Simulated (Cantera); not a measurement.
A Cantera script and what it prints.

```python
import numpy as np
import cantera as ct

gas_names = """
    AL ALC ALN ALO ALO2 AL2 AL2O AL2O2 C CN CO CO2 C2 CCN CNC C2N2 C2O C3 C3O2 C4 C4N2 C5 N NCO NO NO2
    NO3 N2 N2O O O2 O3
""".split()
cond_names = """
    AL(cr) AL(L) ALN(s) AL2O3(a) AL2O3(L) C(gr)
""".split()


# ... load() reads the species with a 1 bar reference pressure and builds the phases ...
atoms = {
    'Al': {'AL': 1},
    'CO': {'C': 1, 'O': 1},
    'N2': {'N': 2},
}
top_T = {'ALN(s)': 2750, 'C(gr)': 4500}  # K; cautious upper limits of use, not melting points


# ... equilibrate(T, P, feed) seeds the gas with the atoms and calls Mixture.equilibrate('TP', solver="vcs", rtol=1e-11, max_steps=5000) ...
results = []
feed = {'Al': 1, 'CO': 16, 'N2': 110}  # mol
P = 140  # Pa
for T in [848, 948, 1048, 1148, 1248, 1348, 1448, 1548, 1648, 1748, 1848, 1948]:
    mix = equilibrate(T, P, feed)
    results.append((T, P, feed, dict(zip(mix.species_names, mix.species_moles))))

top = {s: max(r[3][s] / sum(r[3][g] for g in gas_names) for r in results) for s in gas_names}
cols = sorted((s for s in top if top[s] > 1e-05), key=lambda s: -top[s])[:9]
seen = [c for c in cond_names if any(r[3].get(c, 0) > 1e-12 for r in results)]
print("log10 of partial pressures in bar; condensed amounts in mol")
print(f"{'T/K':>10s}" + "".join(f"{s[:9]:>10s}" for s in cols + seen))
for T, P, feed, n in results:
    ng = sum(n[g] for g in gas_names)
    print(f"{T:10.4g}" + "".join(f"{np.log10(max(n[s] / ng * P / 1e5, 1e-99)):10.3f}" for s in cols)
          + "".join(f"{n.get(c, 0):10.4g}" for c in seen))
```

Output:

```
log10 of partial pressures in bar; condensed amounts in mol
       T/K        N2        CO        AL       CO2    ALN(s)  AL2O3(a)     C(gr)
       848    -2.907    -3.791   -33.778    -6.223         0       0.5     1.553
       948    -2.908    -3.788   -27.319    -7.332         0       0.5     1.504
      1048    -2.908    -3.788   -22.101    -8.229         0       0.5     1.501
      1148    -2.908    -3.788   -17.804    -8.966         0       0.5       1.5
      1248    -2.908    -3.788   -14.204    -9.581         0       0.5       1.5
      1348    -2.913    -3.748   -11.257   -10.022         1         0 8.466e-06
      1448    -2.913    -3.748    -9.549   -10.468         1         0 2.788e-06
      1548    -2.913    -3.748    -8.065   -10.853    0.9992         0 1.624e-06
      1648    -2.913    -3.748    -6.763   -11.189    0.9844         0 3.164e-05
      1748    -2.914    -3.750    -5.612   -11.486    0.7794         0 0.0004438
      1848    -2.916    -3.754    -4.958   -11.756         0         0  0.000513
      1948    -2.916    -3.754    -4.958   -11.454         0         0         0
```

Method: chemical equilibrium by Gibbs-energy minimisation in Cantera with the NASA 1993 tables (ideal gas, pure condensed phases). Condensed phases not in the tables: aluminium oxynitride.
